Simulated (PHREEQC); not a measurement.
PHREEQC input (ion-association model, wateq4f.dat):

```
SOLUTION_MASTER_SPECIES
  Amm  AmmH+  0  AmmH  17.031  # ammonia with no redox link, constants of NH4+
SOLUTION_SPECIES
  AmmH+ = AmmH+
    -log_k 0
  AmmH+ = Amm + H+
    -log_k -9.252
    -delta_h 12.48 kcal
    -analytic 0.6322 -0.001225 -2835.76
    -gamma 2.5 0.0
  AmmH+ + SO4-2 = AmmHSO4-
    -log_k 1.11
    -gamma 5.0 0.0
PHASES
  Amm(g)
    Amm = Amm
    -log_k 1.770
    -delta_h -8.170 kcal
EXCHANGE_SPECIES
  AmmH+ + X- = AmmHX
    -log_k 0.6
SOLUTION 1
  temp 20
  units mol/kgw
  pH 7 charge
  Amm 0.0031
  S(6) 0.0078
  K 0.0156
  C(4) 7.5e-05
SOLUTION 2
  temp 20
  units mol/kgw
  pH 7 charge
  S(6) 0.00167
  Na 0.28174
  Cl 0.28
END
SELECTED_OUTPUT 1
  -reset false
  -pH true
  -pe true
  -ionic_strength true
  -water true
  -totals Amm C Cl K Na S C(-4) C(4) S(-2) S(6)
  -molalities H+ CO3-2 Cl- K+ Na+ SO4-2 CO2 HCO3- NaCO3- NaHCO3
    NaSO4- KSO4- HSO4- H2S HS- S-2 O2 OH- AmmH+ Amm
    AmmHSO4-
  -equilibrium_phases Halite Mirabilite Nahcolite Natron
PRINT
  -reset false
MIX 1
  1 1
  2 0
EQUILIBRIUM_PHASES 1
  Halite 0 0
  Mirabilite 0 0
  Nahcolite 0 0
  Natron 0 0
  O2(g) -0.68 10
END
# ... the last block is repeated for the other 10 points of share of solution B
```

Selected output (columns that matter, 9 of 11 rows; share of solution B added in front):

```
share of solution B	pH	mu	Amm	C	Cl	K	Na	S	m_H+	m_CO3-2	m_Cl-	m_K+	m_Na+	m_SO4-2
0	10.415	0.022931	0.0031	7.5e-05	0	0.0156	0	0.0078	4.3465e-11	4.6816e-05	0	0.015195	0	0.0073788
0.1	10.255	0.04847	0.00279	6.75e-05	0.028	0.01404	0.028174	0.007187	6.4987e-11	3.448e-05	0.028	0.013775	0.027759	0.0064988
0.2	10.087	0.074269	0.00248	6e-05	0.056	0.01248	0.056348	0.006574	9.7495e-11	2.5206e-05	0.056	0.012297	0.055703	0.0057396
0.4	9.6944	0.1263	0.00186	4.5e-05	0.112	0.00936	0.1127	0.005348	2.4739e-10	1.1533e-05	0.112	0.0092717	0.11186	0.0044179
0.5	9.4165	0.15245	0.00155	3.75e-05	0.14	0.0078	0.14087	0.004735	4.7342e-10	6.326e-06	0.14	0.0077405	0.14002	0.0038218
0.6	8.9069	0.17868	0.00124	3e-05	0.168	0.00624	0.16904	0.004122	1.5427e-09	1.9866e-06	0.168	0.0062018	0.16823	0.0032572
0.8	3.3058	0.23125	0.00062	1.5e-05	0.224	0.00312	0.22539	0.002896	0.00062347	3.7579e-15	0.224	0.0031084	0.22473	0.002179
0.9	3.0682	0.25764	0.00031	7.5e-06	0.252	0.00156	0.25357	0.002283	0.0010829	6.557e-16	0.252	0.0015557	0.25301	0.0016764
1	2.9136	0.28407	0	0	0.28	0	0.28174	0.00167	0.0015532	0	0.28	0	0.28132	0.0011984
```

Complexes and solids missing from the database can't appear.
